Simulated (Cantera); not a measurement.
Charge: 1 mol HF, 3.9 mol O₂, 0.69 mol H₂O, held at 2875 K and 133 Pa.

Cantera equilibrium calculation (NASA polynomials, part measured and part estimated; ideal gas, pure solids and liquids). Candidate condensed phases: H₂O; 22 gas species. Rates play no part.

Base state: O 0.636, H 0.139, O₂ 0.103, HF 0.0783, F 0.0230, OH 0.0170, H₂ 0.00231, H₂O 0.000938 (mole fractions); condensed: gas only.

Question: What changes in the equilibrium state with this change: temperature from 2875 K to 3025 K?

Answer: 
```tsv
species	before	after
O	0.636	0.695
H	0.139	0.160
HF	0.0783	0.0494
O₂	0.103	0.0423
OH	0.0170	0.00837
F	0.0230	0.0434
H₂O	0.000938	0.000182
H₂	0.00231	0.00118
```

Question: What changes in the equilibrium state with this change: 0.053 mol N₂ added?

Answer: 
```
species    before     after
-------  --------  --------
O           0.636     0.632
H           0.139     0.139
O₂          0.103     0.102
N₂              0   0.00429
NO              0   0.00209
OH         0.0170    0.0168
HF         0.0783    0.0778
F          0.0230    0.0230
N               0   1.08e-5
H₂O      0.000938  0.000925
H₂        0.00231   0.00229
```
